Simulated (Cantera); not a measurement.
Input: 1 mol SiC, 0.032 mol O2, 840 mol N2, held at 23.0 Pa.

Cantera equilibrium calculation (NASA polynomials, part measured and part estimated; ideal gas, pure solids and liquids). Candidate condensed phases: C, Si, SiC, SiO2, Si2N2O, Si3N4; 34 gas species. N2 is the only nitrogen source here; it is nearly inert below about 1500 K, so the nitride shown seldom forms there in practice. Mutual solubility and eutectic melting of coexisting phases are not modelled. Rates play no part.

Which condensed phases are stable at each of these points (T (K)): 1048, 1098, 1148, 1198, 1248, 1298, 1348, 1398, 1448, 1498, 1548, 1598?


```tsv
T (K)	condensed phases	Si condensed (%)
1048	C(graphite) + Si2N2O(s) + Si3N4(s)	100.0
1098	C(graphite) + Si2N2O(s) + Si3N4(s)	100.0
1148	C(graphite) + Si2N2O(s) + Si3N4(s)	100.0
1198	SiC(s) + Si2N2O(s)	100.0
1248	SiC(s) + Si2N2O(s)	100.0
1298	SiC(s) + Si2N2O(s) + Si3N4(s)	99.9
1348	SiC(s) + Si3N4(s)	99.4
1398	SiC(s) + Si3N4(s)	98.2
1448	SiC(s)	96.7
1498	SiC(s)	96.5
1548	SiC(s)	96.0
1598	SiC(s)	95.0
```

From 1048 K to 1148 K the condensed part is C(graphite) + Si2N2O(s) + Si3N4(s). From 1198 K to 1248 K the condensed part is SiC(s) + Si2N2O(s). At 1298 K the condensed part is SiC(s) + Si2N2O(s) + Si3N4(s). From 1348 K to 1398 K the condensed part is SiC(s) + Si3N4(s). From 1448 K to 1598 K the condensed part is SiC(s).
